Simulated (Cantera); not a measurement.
What does this Cantera script print?

```python
import numpy as np
import cantera as ct

gas_names = """
    CL CL2 H HCL H2 Si SiCL SiCL2 SiCL3 SiCL4 SiH SiHCL3 SiH2 SiH2CL2 SiH3 SiH3CL SiH4 Si2 Si3
""".split()
cond_names = """
    Si(cr) Si(L)
""".split()


# ... load() reads the species with a 1 bar reference pressure and builds the phases ...
atoms = {
    'SiCl4': {'Si': 1, 'CL': 4},
    'Cl2': {'CL': 2},
    'H2': {'H': 2},
}
top_T = {}  # K; cautious upper limits of use, not melting points


# ... equilibrate(T, P, feed) seeds the gas with the atoms and calls Mixture.equilibrate('TP', solver="vcs", rtol=1e-11, max_steps=5000) ...
results = []
feed = {'SiCl4': 1, 'Cl2': 0.0086, 'H2': 18}  # mol
P = 10000  # Pa
for T in [948, 1023, 1098, 1173, 1248, 1323, 1398, 1473, 1548]:
    mix = equilibrate(T, P, feed)
    results.append((T, P, feed, dict(zip(mix.species_names, mix.species_moles))))

top = {s: max(r[3][s] / sum(r[3][g] for g in gas_names) for r in results) for s in gas_names}
cols = sorted((s for s in top if top[s] > 0.001), key=lambda s: -top[s])[:9]
seen = [c for c in cond_names if any(r[3].get(c, 0) > 1e-12 for r in results)]
print("log10 of partial pressures in bar; condensed amounts in mol")
print(f"{'T/K':>10s}" + "".join(f"{s[:9]:>10s}" for s in cols + seen))
for T, P, feed, n in results:
    ng = sum(n[g] for g in gas_names)
    print(f"{T:10.4g}" + "".join(f"{np.log10(max(n[s] / ng * P / 1e5, 1e-99)):10.3f}" for s in cols)
          + "".join(f"{n.get(c, 0):10.4g}" for c in seen))
```

Result:

```
log10 of partial pressures in bar; condensed amounts in mol
       T/K        H2       HCL     SiCL2     SiCL4    SiHCL3     SiCL3    Si(cr)
       948    -1.030    -2.852    -5.022    -2.399    -2.924    -4.475         0
      1023    -1.032    -2.713    -4.144    -2.449    -2.841    -3.958 0.0008344
      1098    -1.037    -2.484    -3.622    -2.502    -2.893    -3.636   0.05164
      1173    -1.044    -2.298    -3.195    -2.600    -2.978    -3.394    0.1011
      1248    -1.053    -2.157    -2.862    -2.767    -3.116    -3.244    0.1311
      1323    -1.061    -2.063    -2.628    -3.035    -3.327    -3.200     0.132
      1398    -1.067    -2.011    -2.486    -3.405    -3.614    -3.261    0.1139
      1473    -1.070    -1.989    -2.411    -3.839    -3.947    -3.392   0.09263
      1548    -1.071    -1.982    -2.372    -4.286    -4.287    -3.552   0.07384
```

Cantera equilibrium calculation (NASA polynomials, part measured and part estimated; ideal gas, pure solids and liquids). The tables' values for SiCl3 are old estimates; treat these amounts as uncertain.
